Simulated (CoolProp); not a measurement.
Vapour-liquid equilibrium of diethyl ether (1) + ethanol (2) at 1.12 MPa; x and y are mole fractions of (1).

The numbers come from the multi-fluid Helmholtz-energy mixture model, Thol 2014 and Schroeder 2014; pair parameters Bell 2016 in CoolProp.

| x | bubble temperature (K) | y at the bubble point | dew temperature at overall composition x (K) | liquid density (mol/L) |
|---|---|---|---|---|
| 0.05 | 425.0 | 0.112 | 426.9 | 13.47 |
| 0.15 | 419.1 | 0.295 | 423.9 | 12.62 |
| 0.25 | 414.1 | 0.431 | 420.6 | 11.83 |
| 0.35 | 410.2 | 0.534 | 417.1 | 11.10 |
| 0.45 | 407.1 | 0.615 | 413.4 | 10.42 |
| 0.55 | 404.6 | 0.683 | 409.6 | 9.800 |
| 0.65 | 402.6 | 0.746 | 405.8 | 9.235 |
| 0.75 | 400.9 | 0.809 | 402.5 | 8.724 |
| 0.85 | 399.6 | 0.877 | 400.0 | 8.264 |
| 0.95 | 398.6 | 0.955 | 398.7 | 7.850 |

No azeotrope shows between x = 0.05 and 0.95.

Pair parameters are fitted to limited data, so mixtures are less certain than the pure fluids.
